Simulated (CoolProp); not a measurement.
Vapour-liquid equilibrium of octamethyltrisiloxane (MDM) (1) + octamethylcyclotetrasiloxane (D4) (2) at 430.3 K; x and y are mole fractions of (1).

Computed with CoolProp (multi-fluid Helmholtz-energy mixture model, Thol 2017 and Thol 2015; pair parameters Bell 2016).

| x | bubble pressure, mixture model (MPa) | bubble pressure, Raoult's law (MPa) | y, mixture model | y, Raoult's law |
|---|---|---|---|---|
| 0.05 | 0.06450 | 0.06420 | 0.090 | 0.089 |
| 0.125 | 0.06871 | 0.06816 | 0.209 | 0.210 |
| 0.2 | 0.07275 | 0.07211 | 0.312 | 0.317 |
| 0.275 | 0.07668 | 0.07607 | ___ | 0.413 |
| 0.35 | 0.08053 | 0.08002 | 0.488 | 0.500 |
| 0.425 | 0.08434 | 0.08398 | ___ | 0.578 |
| 0.5 | 0.08813 | 0.08793 | 0.635 | 0.650 |
| 0.575 | 0.09194 | 0.09189 | 0.701 | 0.715 |
| 0.65 | 0.09578 | 0.09585 | 0.763 | 0.775 |
| 0.725 | 0.09966 | 0.09980 | 0.820 | 0.830 |
| 0.8 | ___ | 0.1038 | 0.874 | 0.881 |
| 0.875 | 0.1076 | 0.1077 | 0.924 | 0.929 |
| 0.95 | 0.1116 | 0.1117 | 0.971 | 0.972 |

**Question.** Some entries are withheld; supply them.

**Answer.** 
- 0.275, y, mixture model: 0.405
- 0.425, y, mixture model: 0.565
- 0.8, bubble pressure, mixture model (MPa): 0.1036

The largest gap from Raoult's law is +0.9 % in bubble pressure, at x = 0.2. No azeotrope shows between x = 0.05 and 0.95.

The pair parameters rest on a limited set of measurements; away from them the model extrapolates.
